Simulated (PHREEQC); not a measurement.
Consider water at 25 °C with 0.0038 mol/kgw HCl, 0.14 mol/kgw Li2SO4 and 0.3 mol/kgw MgSO4. Closed to the air; pH follows from the charge balance.

The numbers come from PHREEQC with the ion-association model, wateq4f.dat.

The pH is 3.24 and the ionic strength comes out as 0.743 mol/kgw. The activity of water comes out as 0.987 and the total alkalinity comes out as -3.80 meq/kg.

```tsv
species	molality	activity	log γ
Li+	0.242	0.166	-0.163
MgSO4	0.200	0.237	0.074
SO4-2	0.199	0.0348	-0.758
Mg+2	0.101	0.0290	-0.539
LiSO4-	0.0383	0.0252	-0.182
Cl-	0.00380	0.00234	-0.210
HSO4-	0.00303	0.00194	-0.193
H+	0.000765	0.000575	-0.124
```

No solid was allowed to form. The ionic strength is past about 0.7 mol/kgw, beyond the range of this activity model, so the values are rough.
